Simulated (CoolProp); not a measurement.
A single-stage vapour-compression cycle with the fluid: evaporating at 249.15 K (dew point), condensing at 280.15 K (bubble point), superheat 10 K, subcooling 2 K, compressor efficiency 0.6, no pressure losses. The same conditions are run with several fluids, on thermodynamics alone (safety and materials aside).

The numbers come from the reference Helmholtz-energy equation of state of each fluid (R1233zd(E): Akasaka 2022; n-perfluorobutane: Gao 2022; carbon dioxide: Span 1996; ethane: Bücker 2006; fluoroethane (R161): Wu 2012; R11: Jacobsen 1992) in CoolProp.

```json
[
 {"fluid": "R1233zd(E)", "cooling COP": "4.41", "pressure ratio": "4.36", "discharge temperature (K)": "316.5", "refrigerating effect (kJ/kg)": "?", "volumetric capacity (kJ/m³)": "172"},
 {"fluid": "n-perfluorobutane", "cooling COP": "4.08", "pressure ratio": "3.78", "discharge temperature (K)": "?", "refrigerating effect (kJ/kg)": "80.9", "volumetric capacity (kJ/m³)": "347"},
 {"fluid": "carbon dioxide", "cooling COP": "3.57", "pressure ratio": "?", "discharge temperature (K)": "344.2", "refrigerating effect (kJ/kg)": "237", "volumetric capacity (kJ/m³)": "9970"},
 {"fluid": "ethane", "cooling COP": "?", "pressure ratio": "2.22", "discharge temperature (K)": "?", "refrigerating effect (kJ/kg)": "301", "volumetric capacity (kJ/m³)": "6420"},
 {"fluid": "fluoroethane (R161)", "cooling COP": "?", "pressure ratio": "?", "discharge temperature (K)": "331.9", "refrigerating effect (kJ/kg)": "361", "volumetric capacity (kJ/m³)": "1530"},
 {"fluid": "R11", "cooling COP": "4.43", "pressure ratio": "4.22", "discharge temperature (K)": "330.5", "refrigerating effect (kJ/kg)": "179", "volumetric capacity (kJ/m³)": "147"}
]
```

Q: What belongs in the gaps?

A: 
- R1233zd(E), refrigerating effect (kJ/kg): 188
- n-perfluorobutane, discharge temperature (K): 284.7
- carbon dioxide, pressure ratio: 2.40
- ethane, cooling COP: 3.65
- ethane, discharge temperature (K): 318.2
- fluoroethane (R161), cooling COP: 4.28
- fluoroethane (R161), pressure ratio: 3.01
